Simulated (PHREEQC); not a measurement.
PHREEQC input (Pitzer model, pitzer.dat):

```
SOLUTION 1
  temp 20
  units mol/kgw
  pH 7 charge
  Cl 0.17
  K 0.17
  S(6) 0.26
  Na 0.606
  C(4) 0.061
END
USE solution 1
INCREMENTAL_REACTIONS false
REACTION 1
  H2O -1
  0 9.886 18.011 24.689 30.178 34.689 38.397 41.444
  43.949 46.007 47.699 49.089 50.232 51.172 51.944 52.578
  53.1 53.528 moles
EQUILIBRIUM_PHASES 1
  Arcanite 0 0
  Burkeite 0 0
  Glaserite 0 0
  Halite 0 0
  Kalicinite 0 0
  Mirabilite 0 0
  Misenite 0 0
  Nahcolite 0 0
  Natron 0 0
  Sylvite 0 0
  Thenardite 0 0
  Trona 0 0
SELECTED_OUTPUT 1
  -reset false
  -pH true
  -pe true
  -ionic_strength true
  -water true
  -activities H2O
  -totals C Cl K Na S
  -molalities H+ Na+ K+ Cl- CO3-2 SO4-2 OH- HCO3- CO2 HSO4-
  -equilibrium_phases Arcanite Burkeite Glaserite Halite Kalicinite Mirabilite Misenite Nahcolite Natron Sylvite
    Thenardite Trona
PRINT
  -reset false
END
```

Selected output (columns that matter, 18 of 18 rows; water left (kg) added in front):

```
water left (kg)	pH	mu	C	Cl	K	Na	S	m_H+	la_H2O	Glaserite	Mirabilite	Nahcolite	Thenardite	Trona
1	9.5476	1.061	0.061	0.17	0.17	0.606	0.26	5.3443e-10	-0.0075748	0	0	0	0	0
0.821894	9.5173	1.2909	0.074219	0.20684	0.20684	0.73732	0.31634	5.8256e-10	-0.0091014	0	0	0	0	0
0.675514	9.486	1.5706	0.090302	0.25166	0.25166	0.89709	0.38489	6.3149e-10	-0.010938	0	0	0	0	0
0.555203	9.4538	1.911	0.10987	0.30619	0.30619	1.0915	0.4683	6.7806e-10	-0.013156	0	0	0	0	0
0.456314	9.4211	2.3251	0.13368	0.37255	0.37255	1.328	0.56978	7.1717e-10	-0.015848	0	0	0	0	0
0.375043	9.3885	2.829	0.16265	0.45328	0.45328	1.6158	0.69325	7.413e-10	-0.01914	0	0	0	0	0
0.30824	9.3571	3.4421	0.1979	0.55152	0.55152	1.966	0.8435	7.4054e-10	-0.023205	0	0	0	0	0
0.253345	9.3281	4.188	0.24078	0.67102	0.67102	2.392	1.0263	7.0398e-10	-0.028292	0	0	0	0	0
0.208215	9.3034	5.0957	0.29297	0.81646	0.81646	2.9104	1.2487	6.2322e-10	-0.034759	0	0	0	0	0
0.171138	9.2853	6.1997	0.35644	0.99335	0.99335	3.541	1.5192	4.9858e-10	-0.043128	0	0	0	0	0
0.140655	9.2666	7.3358	0.43368	1.2086	1.1049	4.2738	1.7793	3.7929e-10	-0.05305	0.004864	0	0	0	0
0.108385	9.229	7.724	0.56281	1.5685	1.0911	4.6917	1.7104	3.4488e-10	-0.061438	0.017246	0.040122	0	0	0
0.08233	9.1808	8.323	0.74092	2.0649	1.0662	5.3165	1.6366	2.9665e-10	-0.074306	0.027407	0.070442	0	0	0
0.0617761	9.2095	9.1761	0.88832	2.7519	1.0002	6.1957	1.5755	1.9343e-10	-0.093668	0.036071	0.090529	0.0061229	0	0
0.0473328	9.4079	10.138	0.89085	3.5916	0.87959	7.197	1.533	8.0443e-11	-0.11881	0.042789	0.093498	0.018834	0.0083638	0
0.0473328	9.4079	10.138	0.89085	3.5916	0.87959	7.197	1.533	8.0443e-11	-0.11881	0.042789	0.030098	0.018834	0.071764	0
0.0433088	9.4469	10.013	0.88186	3.9253	0.89638	7.1979	1.3684	6.924e-11	-0.12383	0.043726	0	0.020471	0.11328	0.0011684
0.035309	9.4044	9.6029	0.71188	4.8146	0.96414	7.1307	1.0603	6.0709e-11	-0.13555	0.045319	0	0.017487	0.13192	0.0091889
```
